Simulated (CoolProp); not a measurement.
Vapour-liquid equilibrium of dimethyl ether (1) + R236FA (2) at 6.85 °C; x and y are mole fractions of (1).

Values from CoolProp's multi-fluid Helmholtz-energy mixture model, Wu 2011 and Pan 2012; pair parameters Bell 2016.

```csv
x,bubble pressure (kPa),y at the bubble point,dew pressure at overall composition x (kPa),liquid density (mol/L)
0.05,142.8,0.058,142.6,9.550
0.2,[?],0.256,147.2,10.22
0.35,163.8,0.473,154.7,10.96
0.5,188.4,0.677,166.2,11.76
0.65,225.0,[?],184.1,12.63
0.8,271.4,0.935,214.5,13.58
0.95,[?],0.989,281.9,[?]
```

Question: Some entries are withheld; supply them.

Answer: 
- 0.2, bubble pressure (kPa): 149.6
- 0.65, y at the bubble point: 0.835
- 0.95, bubble pressure (kPa): 321.2
- 0.95, liquid density (mol/L): 14.61

No azeotrope shows between x = 0.05 and 0.95.

The pair parameters rest on a limited set of measurements; away from them the model extrapolates.
